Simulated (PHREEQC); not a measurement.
**Sulfide liquor (model solution)**

Consider water at 25 °C with 0.0031 mol H2S and 7.4e-05 mol NaCl per kg of water. It is in equilibrium with CO2 at log p = -3.5 (atm). Otherwise closed; pH follows from the charge balance.

Model: ion-association model, wateq4f.dat, run in PHREEQC.

Precipitation was switched off in this run.

Q: What pH, ionic strength does the model give?

A: pH 4.72; ionic strength 9.31e-5 mol/kgw.

Q: In which forms is C present?

A: CO2 98 %, HCO3- 2.3 % of the C.

The polysulfide entries of wateq4f.dat were taken out for this run.
